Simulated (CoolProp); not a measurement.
Saturated liquid density (kg/m³) of m-xylene: the reference equation beside estimates from Tc = 343.7 °C, pc = 3535 kPa, ω = 0.326. Rackett uses Z = 0.29056 − 0.08775 ω.

Values from CoolProp's reference Helmholtz-energy equation of state, Zhou 2012.

| T (°C) | reference | Rackett | Redlich-Kwong |
|---|---|---|---|
| 92.25 | 800.1 | 787.5 | 667.9 |
| 101.05 | [?] | 779.3 | 660.3 |
| 109.95 | 783.6 | 770.9 | 652.5 |
| 118.75 | 775.2 | 762.4 | [?] |
| 127.55 | 766.7 | 753.7 | 636.3 |
| 136.35 | [?] | 745.0 | 627.9 |
| 145.15 | 749.2 | 736.0 | 619.3 |
| 153.95 | 740.2 | [?] | 610.3 |
| 162.75 | 731.1 | 717.6 | [?] |
| 171.55 | 721.7 | [?] | 591.6 |
| 180.45 | 712.1 | 698.2 | 581.7 |
| 189.25 | 702.2 | 688.3 | 571.6 |
| 198.05 | 692.2 | [?] | 561.1 |

### Question
Some entries are withheld; supply them.

### Answer

- 101.05, reference: 791.9
- 118.75, Redlich-Kwong: 644.5
- 136.35, reference: 758.0
- 153.95, Rackett: 726.9
- 162.75, Redlich-Kwong: 601.1
- 171.55, Rackett: 708.1
- 198.05, Rackett: 678.0

Absolute difference from the reference over all 13 rows, mean and median: Rackett 1.8 and 1.8 %, Redlich-Kwong 17.5 and 17.3 %.
